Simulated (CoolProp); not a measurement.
Vapour pressure (MPa) of CF4 (R14): the reference equation beside estimates from Tc = -45.8 °C, pc = 3.762 MPa, ω = 0.178.

Values from CoolProp's reference Helmholtz-energy equation of state, Platzer 1990. This equation is an older, rougher fit; its heat capacities, sound speeds and derivatives of the liquid may be far off and weren't checked against measurements.

| T (°C) | reference | Lee-Kesler | van der Waals | Redlich-Kwong |
|---|---|---|---|---|
| -121.55 | 0.1566 | 0.1571 | 0.5853 | [?] |
| -116.35 | 0.2155 | 0.2169 | 0.6982 | 0.2894 |
| -111.15 | 0.2900 | [?] | 0.8245 | 0.3809 |
| -105.95 | [?] | [?] | 0.9648 | 0.4916 |
| -100.75 | 0.4954 | 0.5013 | 1.120 | 0.6233 |
| -95.55 | 0.6315 | 0.6392 | 1.290 | [?] |
| -90.35 | 0.7936 | 0.8029 | 1.475 | 0.9576 |
| -85.15 | 0.9845 | 0.9952 | [?] | 1.164 |
| -80.05 | 1.203 | 1.214 | 1.890 | 1.394 |

**Question.** Some entries are withheld; supply them.

**Answer.** 
- -121.55, Redlich-Kwong: 0.2150
- -111.15, Lee-Kesler: 0.2927
- -105.95, reference: 0.3824
- -105.95, Lee-Kesler: 0.3866
- -95.55, Redlich-Kwong: 0.7781
- -85.15, van der Waals: 1.676

Absolute difference from the reference over all 9 rows, mean and median: Lee-Kesler 1.0 and 1.1 %, van der Waals 142.0 and 126.1 %, Redlich-Kwong 26.1 and 25.8 %.
